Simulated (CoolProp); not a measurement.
Computed with CoolProp (reference Helmholtz-energy equation of state, Platzer 1990). This equation is an older, rougher fit; its heat capacities, sound speeds and derivatives of the liquid may be far off and weren't checked against measurements.

**Question.** Give the vapour pressure (MPa), enthalpy of vaporisation (kJ/kg), vapour Z, surface tension (mN/m) of saturated CF4 (R14) at -106.15, -90.85, -72.45 °C.

**Answer.** 
```
T (°C)   p (MPa)  enthalpy of vaporisation (kJ/kg)  vapour Z  surface tension (mN/m)
-------  -------  --------------------------------  --------  ----------------------
-106.15    0.379                               121     0.906                    8.19
-90.85     0.777                               109     0.841                    5.70
-72.45      1.59                              89.3     0.728                    2.98
```

Surface tension comes from a separate correlation (Mulero 2012).
